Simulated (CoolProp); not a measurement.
Vapour-liquid equilibrium of dimethyl carbonate (1) + n-nonane (2) at 142.95 °C; x and y are mole fractions of (1).

Values from CoolProp's multi-fluid Helmholtz-energy mixture model, Zhou 2011 and Lemmon 2006; pair parameters Bell 2016.

Give the bubble pressure and the first vapour's composition at x = 0.15, 0.45, 0.75. Is there an azeotrope?

x = 0.15: 196.9 kPa, y = 0.623; x = 0.45: 330.7 kPa, y = 0.821; x = 0.75: 388.8 kPa, y = 0.891. No azeotrope shows between x = 0.05 and 0.95.

The pair parameters rest on a limited set of measurements; away from them the model extrapolates. With so large a gap from Raoult's law the liquid may split in two, which this calculation doesn't test in full.
